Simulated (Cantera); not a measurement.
Charge: 1 mol CCl4, 0.59 mol F2, a varied amount of H2, at 2000 K and 1.00 bar.

These are equilibrium values from Cantera (NASA tables, ideal gas, pure condensed phases), not measurements of a reactor. Candidate condensed phases: C, C6H6, C7H8, C8H18; 118 gas species. Gases not in the tables: C2F6 and larger saturated fluorocarbons. Equilibrium is a limit: real reactors are often held back by kinetics, nucleation or transport.

Q: What share of the C ends up in condensed phases as a function of n(H2) (mol), at 0.047, 0.074, 0.12, 0.19, 0.29, 0.47, 0.74, 1.2, 1.9, 2.9, 4.6, 7.4?

A: 
| n(H2) (mol) | C condensed (%) | as |
|---|---|---|
| 0.047 | 70.4 | C(graphite) |
| 0.074 | 71.4 | C(graphite) |
| 0.12 | 73.1 | C(graphite) |
| 0.19 | 75.6 | C(graphite) |
| 0.29 | 79.2 | C(graphite) |
| 0.47 | 85.5 | C(graphite) |
| 0.74 | 93.8 | C(graphite) |
| 1.2 | 99.6 | C(graphite) |
| 1.9 | 100.0 | C(graphite) |
| 2.9 | 99.9 | C(graphite) |
| 4.6 | 99.7 | C(graphite) |
| 7.4 | 99.2 | C(graphite) |
